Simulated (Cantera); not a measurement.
## Pyrogenic steam for wet oxidation

A perfectly stirred reactor is fed with 10.3 % H2, 9.35 % O2, 80.4 % N2, at 0.180 bar; it is held at 975 K, and followed from long to short residence time.

Computed with Cantera and GRI-Mech 3.0 (53 species, 325 reactions). The temperature is held fixed by assumption; the heat of reaction is taken as removed at once.

| τ (s) | x H2 | x O2 | x H2O2 | x NO2 | x H2O | x H |
|---|---|---|---|---|---|---|
| 6.6 | 0.000277 | 0.0445 | 4.34e-7 | 3.29e-10 | 0.108 | 3.37e-6 |
| 2.3 | 0.000522 | 0.0446 | 5.46e-7 | 2.13e-10 | 0.108 | 9.63e-6 |
| 0.78 | 0.000969 | 0.0448 | 6.18e-7 | 1.62e-10 | 0.107 | 2.82e-5 |
| 0.27 | 0.00174 | 0.0451 | 6.59e-7 | 1.30e-10 | 0.106 | 8.02e-5 |
| 0.094 | 0.00307 | 0.0457 | 6.91e-7 | 1.03e-10 | 0.105 | 0.000224 |
| 0.032 | 0.00542 | 0.0468 | 7.17e-7 | 7.80e-11 | 0.102 | 0.000628 |
| 0.011 | 0.00947 | 0.0488 | 7.24e-7 | 5.81e-11 | 0.0972 | 0.00167 |
| 0.0039 | 0.0162 | 0.0523 | 7.02e-7 | 4.27e-11 | 0.0887 | 0.00398 |
| 0.0013 | 0.0283 | 0.0587 | 6.36e-7 | 2.81e-11 | 0.0731 | 0.00854 |
| 0.00047 | 0.0468 | 0.0683 | 5.20e-7 | 1.44e-11 | 0.0508 | 0.0131 |
| 0.00016 | 0.0795 | 0.0835 | 2.57e-7 | 2.62e-12 | 0.0188 | 0.00933 |
x: mole fraction; the columns are a selection and need not sum to one.
